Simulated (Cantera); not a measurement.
Input: 1 mol BN, a varied amount of H2, held at 1602 °C and 1.33 mbar.

Equilibrium computed with Cantera from the NASA thermochemical tables; the gas is ideal and each condensed phase is pure. Candidate condensed phases: B, BN; 15 gas species. Mutual solubility and eutectic melting of coexisting phases are not modelled. The numbers say what is thermodynamically allowed, not how fast it happens.

Problem. What share of the B ends up in condensed phases as a function of n(H2) (mol), at 1.1, 2.3, 4.9, 10, 22, 45, 95, 200, 420, 870?

Solution. 
| n(H2) (mol) | B condensed (%) | as |
|---|---|---|
| 1.1 | 100.0 | B(s) + BN(s) |
| 2.3 | 99.9 | B(s) + BN(s) |
| 4.9 | 99.9 | B(s) + BN(s) |
| 10 | 99.8 | B(s) + BN(s) |
| 22 | 99.5 | B(s) + BN(s) |
| 45 | 99.0 | B(s) |
| 95 | 97.8 | B(s) |
| 200 | 95.4 | B(s) |
| 420 | 90.4 | B(s) |
| 870 | 80.1 | B(s) |
